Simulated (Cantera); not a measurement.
Input (Python, Cantera) and output of one run.

```python
import numpy as np
import cantera as ct

gas_names = """
    AL ALCL ALCL2 ALCL3 ALH AL2 AL2CL6 CL CL2 H HCL H2
""".split()
cond_names = """
    AL(cr) AL(L) ALCL3(s) ALCL3(L)
""".split()


def load(file, names, dense=False):
    # The tables refer to 1 bar. Condensed volumes are neglected.
    table = {s.name: s for s in ct.Species.list_from_file(file)}
    out = []
    for n in names:
        d = dict(table[n].input_data)
        d["thermo"] = dict(d["thermo"], **{"reference-pressure": 1e5})
        if dense:
            d["equation-of-state"] = {"model": "constant-volume", "density": "1e6 g/cm^3"}
        out.append(ct.Species.from_dict(d))
    return out


gas = ct.Solution(thermo="ideal-gas", species=load("nasa_gas.yaml", gas_names))
cond = {s.name: ct.Solution(thermo="fixed-stoichiometry", species=[s], name=s.name)
        for s in load("nasa_condensed.yaml", cond_names, dense=True)}
atoms = {
    'Al': {'AL': 1},
    'HCl': {'H': 1, 'CL': 1},
    'H2': {'H': 2},
}
top_T = {}  # K; cautious upper limits of use, not melting points


def equilibrate(T, P, feed):
    n = {}
    for name, mol in feed.items():
        for a, k in atoms[name].items():
            n[a] = n.get(a, 0.0) + k * mol
    gas.TPX = T, P, n
    mass = sum(n.values()) * gas.mean_molecular_weight
    gas.equilibrate("TP")
    valid = [c for c in cond.values() if c.min_temp <= T <= top_T.get(c.name, c.max_temp)]
    mix = ct.Mixture([(gas, mass / gas.mean_molecular_weight)] + [(c, 0.0) for c in valid])
    mix.T, mix.P = T, P
    mix.equilibrate("TP", solver="vcs", rtol=1e-11, max_steps=5000)
    return mix


results = []
feed = {'Al': 1, 'HCl': 3.1, 'H2': 480}  # mol
P = 5800  # Pa
for T in [873, 923, 973, 1023, 1073, 1123, 1173, 1223, 1273, 1323, 1373]:
    mix = equilibrate(T, P, feed)
    results.append((T, P, feed, dict(zip(mix.species_names, mix.species_moles))))
    x = sorted(zip(gas.X, gas.species_names), reverse=True)
    print(f"T = {T:g} K  P = {P:g} Pa  gas = {mix.phase_moles(0):.4g} mol")
    print("   x: " + "  ".join(f"{s} {v:.3e}" for v, s in x if v > 1e-06))
    print("   condensed (mol): " + ("  ".join(f"{mix.phase(i).name} {mix.phase_moles(i):.4g}"
          for i in range(1, mix.n_phases) if mix.phase_moles(i) > 1e-12) or "none"))
```

Result:

```
T = 873 K  P = 5800 Pa  gas = 482.6 mol
   x: H2 9.977e-01  ALCL3 2.071e-03  HCL 2.081e-04
   condensed (mol): none
T = 923 K  P = 5800 Pa  gas = 482.6 mol
   x: H2 9.977e-01  ALCL3 2.068e-03  HCL 2.126e-04  ALCL2 2.978e-06  ALCL 1.220e-06
   condensed (mol): none
T = 973 K  P = 5800 Pa  gas = 482.6 mol
   x: H2 9.977e-01  ALCL3 2.052e-03  HCL 2.369e-04  ALCL2 1.059e-05  ALCL 9.547e-06
   condensed (mol): none
T = 1023 K  P = 5800 Pa  gas = 482.6 mol
   x: H2 9.976e-01  ALCL3 2.004e-03  HCL 3.160e-04  ALCL 4.091e-05  ALCL2 2.698e-05
   condensed (mol): none
T = 1073 K  P = 5800 Pa  gas = 482.7 mol
   x: H2 9.974e-01  ALCL3 1.910e-03  HCL 4.783e-04  ALCL 1.093e-04  ALCL2 5.249e-05
   condensed (mol): none
T = 1123 K  P = 5800 Pa  gas = 482.7 mol
   x: H2 9.972e-01  ALCL3 1.759e-03  HCL 7.448e-04  ALCL 2.255e-04  ALCL2 8.662e-05
   condensed (mol): none
T = 1173 K  P = 5800 Pa  gas = 482.8 mol
   x: H2 9.968e-01  ALCL3 1.544e-03  HCL 1.134e-03  ALCL 4.000e-04  ALCL2 1.273e-04
   condensed (mol): none
T = 1223 K  P = 5800 Pa  gas = 482.9 mol
   x: H2 9.963e-01  HCL 1.651e-03  ALCL3 1.264e-03  ALCL 6.375e-04  ALCL2 1.690e-04  H 1.246e-06
   condensed (mol): none
T = 1273 K  P = 5800 Pa  gas = 483.1 mol
   x: H2 9.957e-01  HCL 2.264e-03  ALCL3 9.403e-04  ALCL 9.278e-04  ALCL2 2.019e-04  H 2.955e-06
   condensed (mol): none
T = 1323 K  P = 5800 Pa  gas = 483.3 mol
   x: H2 9.950e-01  HCL 2.897e-03  ALCL 1.238e-03  ALCL3 6.169e-04  ALCL2 2.145e-04  H 6.569e-06
   condensed (mol): none
T = 1373 K  P = 5800 Pa  gas = 483.4 mol
   x: H2 9.945e-01  HCL 3.442e-03  ALCL 1.517e-03  ALCL3 3.504e-04  ALCL2 2.013e-04  H 1.379e-05
   condensed (mol): none
```

These are equilibrium values from Cantera (NASA tables, ideal gas, pure condensed phases), not measurements of a reactor. The tables' values for AlCl2 are old estimates; treat these amounts as uncertain.
